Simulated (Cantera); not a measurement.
A closed system holds: 1 mol (CH3)2SiCl2, 0.12 mol HCl, 36 mol H2, held at 0.0133 bar.

Equilibrium computed with Cantera from the NASA thermochemical tables; the gas is ideal and each condensed phase is pure. Candidate condensed phases: C, C6H6, C7H8, C8H18, Si, SiC; 109 gas species. The feed counts by its element totals alone. Rates play no part.

**Question.** At 1375 K, list the 4 most abundant gas species with their mole fractions, and the condensed phases.

**Answer.** H2 0.947, HCl 0.0528, CH4 5.95e-5, SiCl2 3.63e-5. Condensed: C(graphite) + SiC(s).
